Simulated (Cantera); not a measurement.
Input (Python, Cantera):

```python
import numpy as np
import cantera as ct

gas = ct.Solution("gri30.yaml")


def delay(T, t_max=10):
    gas.TPX = T, 1000000, {'CO': 1, 'H2': 0.45, 'O2': 0.453, 'N2': 2.54, 'H2O': 0.44}
    reactor = ct.IdealGasReactor(gas, clone=False)
    net = ct.ReactorNet([reactor])
    net.rtol, net.atol = 1e-8, 1e-16
    while net.time < t_max:
        t_old, T_old = net.time, reactor.T
        net.step()
        if reactor.T > T + 400:  # ignition: a rise of 400 K
            return t_old + (T + 400 - T_old) / (reactor.T - T_old) * (net.time - t_old)
    return np.nan


taus = []
for T in [1000, 1050, 1100, 1150, 1200, 1250, 1300]:
    taus.append(delay(T))
    print(f"T0 = {T:6g} K   tau = {taus[-1]:.4e} s")
```

Result:

```
T0 =   1000 K   tau = 5.0819e-03 s
T0 =   1050 K   tau = 1.7502e-03 s
T0 =   1100 K   tau = 6.4632e-04 s
T0 =   1150 K   tau = 2.4999e-04 s
T0 =   1200 K   tau = 9.9288e-05 s
T0 =   1250 K   tau = 4.0522e-05 s
T0 =   1300 K   tau = 1.8084e-05 s
```

Computed with Cantera and GRI-Mech 3.0 (53 species, 325 reactions). The hydrogen kinetics of GRI-Mech 3.0 are dated; newer H2 mechanisms differ, most at raised pressure.
